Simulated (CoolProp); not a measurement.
Computed with CoolProp (reference Helmholtz-energy equation of state, Platzer 1990). This equation is an older, rougher fit; its heat capacities, sound speeds and derivatives of the liquid may be far off and weren't checked against measurements.

**Question.** Give the vapour pressure (bar), liquid density (kg/m³), liquid viscosity (µPa s) of saturated R13 at 204.6, 218.5, 225.5 K.

**Answer.** 
```
T (K)  p (bar)  liquid density (kg/m³)  liquid viscosity (µPa s)
-----  -------  ----------------------  ------------------------
204.6     1.92                    1470                       257
218.5     3.49                    1410                       211
225.5     4.58                    1380                       192
```

Viscosity comes from a separate model (Huber 2003), an estimate that may be off by 10 % or more.
